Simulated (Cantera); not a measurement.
A closed system holds: 1 mol Si2Cl6, a varied amount of HCl, 6.1 mol H2, held at 0.133 bar.

Equilibrium computed with Cantera from the NASA thermochemical tables; the gas is ideal and each condensed phase is pure. Candidate condensed phases: Si; 19 gas species. The feed counts by its element totals alone. The tables' values for SiCl3 are old estimates. Kinetics and transport are ignored.

What condenses at these points (T in °C, n(HCl) in mol): (800, 0.75); (1200, 1.8); (1100, 0.13); (1150, 1.2)?


| T (°C) | n(HCl) in mol | condensed phases | Si condensed (%) |
|---|---|---|---|
| 800 | 0.75 | Si | 13.4 |
| 1200 | 1.8 | gas only | 0.0 |
| 1100 | 0.13 | Si | 13.9 |
| 1150 | 1.2 | gas only | 0.0 |
